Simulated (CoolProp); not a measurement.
Hydrogen chloride at several states: Z from the reference equation and from simpler models built on Tc = 51.5 °C, pc = 8.314 MPa, ω = 0.130; each cubic takes its own stable root.

Model: reference Helmholtz-energy equation of state, Thol 2018, in CoolProp.

| T (°C) | p (MPa) | phase | reference |
|---|---|---|---|
| 80.15 | 0.0316 | gas | 0.9989 |
| 349.55 | 0.232 | gas | 0.9989 |
| -82.85 | 0.0329 | gas | 0.9910 |
| 288.85 | 21.4 | supercritical | 0.8962 |
| -42.15 | 0.338 | gas | 0.9516 |

Task: How far does each simpler model (Pitzer virial, van der Waals, Peng-Robinson) lie from the reference over these 5 states: mean and median of the absolute difference, and the worst?

Result: 
- Pitzer virial: mean 0.4 %, median 0.2 %, worst -1.1 % at 288.85 °C and 21.4 MPa
- van der Waals: mean 1.5 %, median 0.5 %, worst -4.7 % at 288.85 °C and 21.4 MPa
- Peng-Robinson: mean 0.6 %, median 0.3 %, worst +1.7 % at 288.85 °C and 21.4 MPa
